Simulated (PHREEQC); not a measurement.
**Metal-bearing waste water: an equilibrium model**

A solution holds 2 mmol/kgw NiSO4 and 0.23 mmol/kgw NaF, at 25 °C. Closed to the air; pH follows from the charge balance.

The numbers come from PHREEQC with the ion-association model, wateq4f.dat.

Precipitation was switched off in this run.

**Question.** What pH does the model give?

**Answer.** pH 6.45.

**Question.** In which forms is Ni present?

**Answer.** Ni+2 86 %, NiSO4 14 % of the Ni.
